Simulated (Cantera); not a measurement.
# Low-pressure radical oxidation in H2/O2

An isothermal, constant-pressure homogeneous reactor starts with H2 : O2 : N2 = 0.01 : 1 : 0.97 (molar parts), at 1175 K and 0.00730 bar.

Detailed kinetics in Cantera: GRI-Mech 3.0 (53 species, 325 reactions). Radical loss at walls, strong at low pressure, is not modelled.

| t (s) | x H2 | x O2 | x H2O | x NO | x O | x OH |
|---|---|---|---|---|---|---|
| 1.00e-5 | 0.00505 | 0.505 | <1e-12 | <1e-12 | <1e-12 | <1e-12 |
| 5.24e-5 | 0.00505 | 0.505 | <1e-12 | <1e-12 | 5.81e-12 | 5.76e-12 |
| 0.000275 | 0.00505 | 0.505 | 8.93e-12 | <1e-12 | 1.11e-10 | 1.07e-10 |
| 0.00144 | 0.00505 | 0.505 | 5.58e-10 | <1e-12 | 1.39e-9 | 1.14e-9 |
| 0.00756 | 0.00505 | 0.505 | 6.56e-8 | <1e-12 | 6.39e-8 | 4.36e-8 |
| 0.0397 | 0.000317 | 0.501 | 0.00419 | 3.88e-10 | 0.00371 | 0.000691 |
| 0.208 | 1.86e-5 | 0.501 | 0.00477 | 5.85e-9 | 0.00368 | 0.000343 |
| 1.09 | 9.21e-6 | 0.502 | 0.00490 | 1.84e-8 | 0.00179 | 0.000242 |
| 5.72 | 1.35e-6 | 0.504 | 0.00501 | 2.69e-8 | 0.000260 | 9.32e-5 |
| 30.0 | 8.70e-8 | 0.504 | 0.00505 | 3.00e-8 | 1.67e-5 | 2.38e-5 |
x: mole fraction; the columns are a selection and need not sum to one.

Equilibrium at this temperature and pressure: H2 6.28e-10, O2 0.504, H2O 0.00506, NO 0.000198, O 1.22e-7, OH 2.03e-6 (gas phase only).
